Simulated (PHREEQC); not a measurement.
1 kg of water holding 0.56 mol/kgw NaCl meets 20 L of dry gas (CO2 1 by moles) at fixed total pressure, at 30 atm; fugacities by Peng-Robinson. The gases take part in no redox reaction, some water evaporates into the gas, and hydrates or a liquid gas phase aren't modelled. Nothing may precipitate in this run.

Computed with PHREEQC (Pitzer model, pitzer.dat).

Question: Predict dissolved CO2 (all carbonate carbon) (mol/kgw), pH at T (°C) = 30, 90.

Answer: 
```csv
T (°C),dissolved CO2 (all carbonate carbon) (mol/kgw),pH
30,0.685,3.18
90,0.278,3.39
```

Away from 25 °C the constants follow the database's enthalpies or fits; those with neither stay at their 25 °C values.
